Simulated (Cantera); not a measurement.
An adiabatic, constant-volume homogeneous reactor starts with CH₄ : O₂ : N₂ = 1 : 3.57 : 13.6 (molar parts), equivalence ratio 0.56, at 998 K and 6.02 atm.

Computed with Cantera and GRI-Mech 3.0 (53 species, 325 reactions). Below about 1000 K GRI-Mech 3.0 lacks low-temperature oxidation paths.

### Question
Predict: time of steepest temperature rise; temperature at 6.00 s; equilibrium temperature; x(O₂) at 6.00 s; x(CO) at 6.00 s; x(NO) at 6.00 s; x(H) at 6.00 s.

### Answer
```json
{
 "time_of_steepest_temperature_rise": "0.121 s",
 "temperature at 6.00 s": "2401 K",
 "equilibrium_temperature": "2401 K",
 "x(O₂) at 6.00 s": "0.0797 (gas-phase equilibrium 0.0797)",
 "x(CO) at 6.00 s": "0.00107 (gas-phase equilibrium 0.00107)",
 "x(NO) at 6.00 s": "0.0115 (gas-phase equilibrium 0.0115)",
 "x(H) at 6.00 s": "7.99e-5 (gas-phase equilibrium 7.99e-5)"
}
```
